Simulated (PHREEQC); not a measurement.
Dissolve 0.013 mol/kgw (NH4)2SiF6 at 25 °C. Closed to the air; pH follows from the charge balance.

Equilibrium calculation in PHREEQC: ion-association model, wateq4f.dat.

This is a speciation only: nothing precipitates in the calculation.

Question: Predict the pH, ionic strength.

Answer: pH 3.16; ionic strength 0.0391 mol/kgw.

Question: In which forms is F present?

Answer: SiF6-2 95 %, F- 2.7 %, HF 2.3 % of the F.

Examples of supersaturated solids here: Quartz (slow to form), Chalcedony (slow to form). Others may be too. SiF6-2 is the database's only silicon fluoride.
